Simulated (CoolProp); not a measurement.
CH2F2 (R32) along the isobar 13.7 bar: fugacity coefficient from the reference equation and from simpler models built on Tc = 351.3 K, pc = 57.83 bar, ω = 0.277; each cubic takes its own stable root.

Model: reference Helmholtz-energy equation of state, Tillner-Roth 1997, in CoolProp.

```
T (K)   phase  reference
-----  ------  ---------
245.9  liquid     0.2109
263.1  liquid     0.3834
280.3  liquid     0.6330
297.5     gas     0.8357
314.6     gas     0.8663
331.8     gas     0.8897
349       gas     0.9079
366.2     gas     0.9224
383.4     gas     0.9342
400.6     gas     0.9438
417.8     gas     0.9519
435       gas     0.9586
```

How far does each simpler model (van der Waals, Redlich-Kwong, Soave-Redlich-Kwong, Peng-Robinson) lie from the reference over these 12 states: mean and median of the absolute difference, and the worst?


- van der Waals: mean 36.2 %, median 2.8 %, worst +249.5 % at 245.9 K and 13.7 bar
- Redlich-Kwong: mean 13.4 %, median 1.5 %, worst +65.3 % at 245.9 K and 13.7 bar
- Soave-Redlich-Kwong: mean 2.1 %, median 1.4 %, worst +5.5 % at 280.3 K and 13.7 bar
- Peng-Robinson: mean 1.1 %, median 0.4 %, worst +3.4 % at 280.3 K and 13.7 bar

At some of these states van der Waals, Redlich-Kwong gives the other phase, because its saturation line lies elsewhere.
